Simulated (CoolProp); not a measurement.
Isopentane along the isotherm 476.5 K: fugacity coefficient from the reference equation and from simpler models built on Tc = 460.3 K, pc = 3.378 MPa, ω = 0.227; each cubic takes its own stable root.

Values from CoolProp's reference Helmholtz-energy equation of state, Lemmon 2006. It is a short technical equation, of lower accuracy than the large ones.

```
p (MPa)          phase  reference  van der Waals  Peng-Robinson
-------  -------------  ---------  -------------  -------------
0.633              gas        ___         0.9491         0.9372
1.27               gas        ___            ___         0.8763
1.9                gas     0.8322         0.8478            ___
2.53               gas     0.7777         0.7969         0.7609
3.17               gas     0.7222         0.7437         0.7040
3.8      supercritical     0.6660         0.6863         0.6476
4.43     supercritical        ___            ___         0.5896
5.07     supercritical     0.5491         0.5712         0.5375
```

Task: Some entries are withheld; supply them.

Result: 
- 0.633, reference: 0.9432
- 1.27, reference: 0.8870
- 1.27, van der Waals: 0.8981
- 1.9, Peng-Robinson: 0.8178
- 4.43, reference: 0.6052
- 4.43, van der Waals: 0.6230
